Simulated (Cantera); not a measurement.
Cantera run:

```python
import numpy as np
import cantera as ct

gas_names = """
    B BF BF2 BF3 BN B2 F F2 N NF NF2 NF3 N2
""".split()
cond_names = """
    B(b) B(L) BN(s)
""".split()


def load(file, names, dense=False):
    # The tables refer to 1 bar. Condensed volumes are neglected.
    table = {s.name: s for s in ct.Species.list_from_file(file)}
    out = []
    for n in names:
        d = dict(table[n].input_data)
        d["thermo"] = dict(d["thermo"], **{"reference-pressure": 1e5})
        if dense:
            d["equation-of-state"] = {"model": "constant-volume", "density": "1e6 g/cm^3"}
        out.append(ct.Species.from_dict(d))
    return out


gas = ct.Solution(thermo="ideal-gas", species=load("nasa_gas.yaml", gas_names))
cond = {s.name: ct.Solution(thermo="fixed-stoichiometry", species=[s], name=s.name)
        for s in load("nasa_condensed.yaml", cond_names, dense=True)}
atoms = {
    'BN': {'B': 1, 'N': 1},
    'F2': {'F': 2},
    'N2': {'N': 2},
}
top_T = {'BN(s)': 3200}  # K; cautious upper limits of use, not melting points


def equilibrate(T, P, feed):
    n = {}
    for name, mol in feed.items():
        for a, k in atoms[name].items():
            n[a] = n.get(a, 0.0) + k * mol
    gas.TPX = T, P, n
    mass = sum(n.values()) * gas.mean_molecular_weight
    gas.equilibrate("TP")
    valid = [c for c in cond.values() if c.min_temp <= T <= top_T.get(c.name, c.max_temp)]
    mix = ct.Mixture([(gas, mass / gas.mean_molecular_weight)] + [(c, 0.0) for c in valid])
    mix.T, mix.P = T, P
    mix.equilibrate("TP", solver="vcs", rtol=1e-11, max_steps=5000)
    return mix


results = []
T = 748.15  # K
P = 60000  # Pa
for m in [1, 1.3, 1.7, 2.2, 2.8, 3.7, 4.7, 6.1, 7.9, 10]:
    feed = {'BN': 1, 'F2': m, 'N2': 2.8}  # mol
    mix = equilibrate(T, P, feed)
    results.append((T, P, feed, dict(zip(mix.species_names, mix.species_moles))))

top = {s: max(r[3][s] / sum(r[3][g] for g in gas_names) for r in results) for s in gas_names}
cols = sorted((s for s in top if top[s] > 0.0001), key=lambda s: -top[s])[:6]
seen = [c for c in cond_names if any(r[3].get(c, 0) > 1e-12 for r in results)]
print("log10 of partial pressures in bar; condensed amounts in mol")
print(f"{'n(F2)':>10s}" + "".join(f"{s[:9]:>10s}" for s in cols + seen))
for T, P, feed, n in results:
    ng = sum(n[g] for g in gas_names)
    print(f"{feed['F2']:10.4g}" + "".join(f"{np.log10(max(n[s] / ng * P / 1e5, 1e-99)):10.3f}" for s in cols)
          + "".join(f"{n.get(c, 0):10.4g}" for c in seen))
```

Result:

```
log10 of partial pressures in bar; condensed amounts in mol
     n(F2)        N2       NF3       BF3        F2         F     BN(s)
         1    -0.306   -62.722    -0.978   -42.979   -23.939    0.3333
       1.3    -0.325   -62.660    -0.897   -42.931   -23.916    0.1333
       1.7    -0.353    -1.817    -0.864    -2.360    -3.630         0
       2.2    -0.393    -1.268    -0.884    -1.980    -3.440         0
       2.8    -0.441    -1.013    -0.905    -1.794    -3.347         0
       3.7    -0.515    -0.811    -0.935    -1.635    -3.267         0
       4.7    -0.600    -0.678    -0.967    -1.518    -3.209         0
       6.1    -0.728    -0.562    -1.008    -1.398    -3.149         0
       7.9    -0.920    -0.471    -1.057    -1.273    -3.087         0
        10    -1.217    -0.411    -1.113    -1.134    -3.017         0
```

Method: chemical equilibrium by Gibbs-energy minimisation in Cantera with the NASA 1993 tables (ideal gas, pure condensed phases).
